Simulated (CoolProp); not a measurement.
Vapour-liquid equilibrium of cis-2-butene (1) + acetone (2) at 308.9 K; x and y are mole fractions of (1).

Computed with CoolProp (multi-fluid Helmholtz-energy mixture model, Lemmon 2005 and Lemmon 2006; pair parameters Bell 2016).

```tsv
x	bubble pressure (bar)	y at the bubble point	dew pressure at overall composition x (bar)	liquid density (mol/L)
0.05	[?]	0.429	0.5036	13.14
0.15	1.369	0.685	0.5602	12.83
0.25	[?]	0.774	0.6307	12.52
0.35	[?]	0.819	0.7210	[?]
0.45	2.276	0.847	[?]	11.94
0.55	2.427	0.867	1.008	11.68
0.65	2.552	0.885	1.254	11.43
0.75	[?]	0.905	1.648	11.20
0.85	2.792	0.932	[?]	10.99
0.95	2.919	0.972	2.857	[?]
```

Q: What belongs in the gaps?

A: 
- 0.05, bubble pressure (bar): 0.8131
- 0.25, bubble pressure (bar): 1.780
- 0.35, bubble pressure (bar): 2.071
- 0.35, liquid density (mol/L): 12.23
- 0.45, dew pressure at overall composition x (bar): 0.8409
- 0.75, bubble pressure (bar): 2.670
- 0.85, dew pressure at overall composition x (bar): 2.299
- 0.95, liquid density (mol/L): 10.81

No azeotrope shows between x = 0.05 and 0.95.

Pair parameters are fitted to limited data, so mixtures are less certain than the pure fluids. With so large a gap from Raoult's law the liquid may split in two, which this calculation doesn't test in full.
